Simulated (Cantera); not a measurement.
An isothermal, constant-pressure homogeneous reactor starts with 35.2 % N2O, 1.48 % H2, 63.3 % N2, at 1200 K and 4900 Pa.

Computed with Cantera and GRI-Mech 3.0 (53 species, 325 reactions). GRI-Mech 3.0 was tuned for natural gas; its chemistry of N2O as a main component is partial and can be far from experiment. Radical loss at walls, strong at low pressure, is not modelled. The mechanism lacks the step 2 NO + O2 → 2 NO2, which can matter for NO2 below about 1400 K. The temperature is held fixed by assumption; the heat of reaction is taken as removed at once.

Task: Predict: x(N2O) at 1.00 s; x(H2) at 1.00 s; x(H) at 1.00 s; x(H2O2) at 1.00 s; x(NO) at 1.00 s; x(O2) at 1.00 s; x(HO2) at 1.00 s.

Result: 
```json
{
 "x(N2O) at 1.00 s": "0.324 (gas-phase equilibrium 2.70e-9)",
 "x(H2) at 1.00 s": "5.95e-8 (gas-phase equilibrium 1.92e-9)",
 "x(H) at 1.00 s": "4.00e-9 (gas-phase equilibrium 3.94e-11)",
 "x(H2O2) at 1.00 s": "2.66e-9 (gas-phase equilibrium 2.55e-11)",
 "x(NO) at 1.00 s": "0.00105 (gas-phase equilibrium 0.000169)",
 "x(O2) at 1.00 s": "0.00476 (gas-phase equilibrium 0.144)",
 "x(HO2) at 1.00 s": "6.19e-7 (gas-phase equilibrium 1.69e-9)"
}
```
